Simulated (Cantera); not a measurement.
A perfectly stirred reactor is fed with H2 : O2 : N2 = 1.9 : 1 : 5.3 (molar parts), at 1.00 bar; it is held at 1325 K, and followed from long to short residence time.

Computed with Cantera and GRI-Mech 3.0 (53 species, 325 reactions). The temperature is held fixed by assumption; the heat of reaction is taken as removed at once.

One state of this run: x H2 = 0.00877; x O2 = 0.0112; x NO = 3.83e-6; x OH = 0.00121; x O = 0.000452. x: mole fraction; the columns are a selection and need not sum to one.

Task: Which value of τ (s) does it belong to?
(A) 0.050
(B) 0.19
(C) 0.0034
(D) 0.00090

Result: C, 0.0034
